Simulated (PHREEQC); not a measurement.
A solution holds 0.012 mol FeCl3, 0.00039 mol ZnCl2 and 0.00015 mol NaCl per kg of water, at 20 °C. Closed to the air; pH follows from the charge balance.

The numbers come from PHREEQC with the ion-association model, phreeqc.dat.

```json
[
 {"quantity": "pH", "before": "2.33", "after": "2.76"},
 {"quantity": "ionic strength (mol/kgw)", "before": "0.0624", "after": "0.0646"},
 {"quantity": "Fe+3 (mol/kgw)", "before": "0.00480", "after": "0.00214"},
 {"quantity": "FeOH+2 (mol/kgw)", "before": "0.00248", "after": "0.00299"},
 {"quantity": "FeCl+2 (mol/kgw)", "before": "0.00175", "after": "0.000796"},
 {"quantity": "Fe2(OH)2+4 (mol/kgw)", "before": "0.00114", "after": "0.00169"},
 {"quantity": "SI of Fe(OH)3(a) (Fe(OH)3)", "before": "-0.88", "after": "+0.07"},
 {"quantity": "SI of Goethite (FeOOH)", "before": "+4.83", "after": "+5.78"}
]
```

Task: What was changed between the two runs?
(A) ZnCl2 left out
(B) FeCl3 from 0.012 to 0.0108 mol/kgw
(C) ZnCl2 from 0.00039 to 0.000585 mol/kgw
(D) 0.00039 mol/kgw LiOH added
(E) 0.008 mol/kgw KOH added

Result: E, 0.008 mol/kgw KOH added

No solid was allowed to form. Some of these states are supersaturated (in Hematite (slow to form), Goethite (slow to form), Fe(OH)3(a), for instance).
